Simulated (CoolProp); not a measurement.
Isobutane along the isotherm 371.2 K: fugacity coefficient from the reference equation and from simpler models built on Tc = 407.8 K, pc = 3.629 MPa, ω = 0.184; each cubic takes its own stable root.

Computed with CoolProp (reference Helmholtz-energy equation of state, Bücker 2006).

```json
[
 {"p (MPa)": "0.0287", "phase": "gas", "reference": "0.9964", "van der Waals": "0.9971", "Redlich-Kwong": "0.9965"},
 {"p (MPa)": "0.051", "phase": "gas", "reference": "0.9936", "van der Waals": "0.9948", "Redlich-Kwong": "0.9937"},
 {"p (MPa)": "0.0907", "phase": "gas", "reference": "0.9886", "van der Waals": "0.9907", "Redlich-Kwong": "0.9889"},
 {"p (MPa)": "0.161", "phase": "gas", "reference": "0.9797", "van der Waals": "0.9835", "Redlich-Kwong": "0.9803"},
 {"p (MPa)": "0.287", "phase": "gas", "reference": "0.9639", "van der Waals": "0.9706", "Redlich-Kwong": "0.9649"},
 {"p (MPa)": "0.51", "phase": "gas", "reference": "0.9360", "van der Waals": "0.9479", "Redlich-Kwong": "0.9379"},
 {"p (MPa)": "0.907", "phase": "gas", "reference": "0.8864", "van der Waals": "0.9074", "Redlich-Kwong": "0.8902"},
 {"p (MPa)": "1.61", "phase": "gas", "reference": "0.7980", "van der Waals": "0.8353", "Redlich-Kwong": "0.8060"},
 {"p (MPa)": "2.87", "phase": "liquid", "reference": "0.5274", "van der Waals": "0.6562", "Redlich-Kwong": "0.5669"},
 {"p (MPa)": "5.1", "phase": "liquid", "reference": "0.3257", "van der Waals": "0.4261", "Redlich-Kwong": "0.3553"},
 {"p (MPa)": "9.07", "phase": "liquid", "reference": "0.2148", "van der Waals": "0.3028", "Redlich-Kwong": "0.2387"}
]
```
